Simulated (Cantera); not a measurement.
Charge: 1 mol Si, 7.2 mol HBr, equilibrated at 873.15 K and 0.00825 Torr.

Cantera equilibrium calculation (NASA polynomials, part measured and part estimated; ideal gas, pure solids and liquids). Candidate condensed phases: Br₂, Si; 19 gas species. The tables' values for SiBr₃ are old estimates; treat these amounts as uncertain. Kinetics and transport are ignored.

Base state: HBr 0.517, H₂ 0.322, SiBr₄ 0.160, SiBr₂ 0.000380, SiBr₃ 0.000285, SiHBr₃ 0.000120, Br 7.46e-5 (mole fractions); condensed: gas only.

**Question.** What changes in the equilibrium state with this change: HBr from 7.2 to 2.2 mol?

**Answer.** 
| species | before | after |
|---|---|---|
| H₂ | 0.322 | 0.576 |
| SiBr₄ | 0.160 | 0.275 |
| HBr | 0.517 | 0.125 |
| SiBr₂ | 0.000380 | 0.0200 |
| SiHBr₃ | 0.000120 | 0.00153 |
| SiBr₃ | 0.000285 | 0.00271 |
| Br | 7.46e-5 | 1.35e-5 |
| Si(s), mol | 0 | 0.485 |
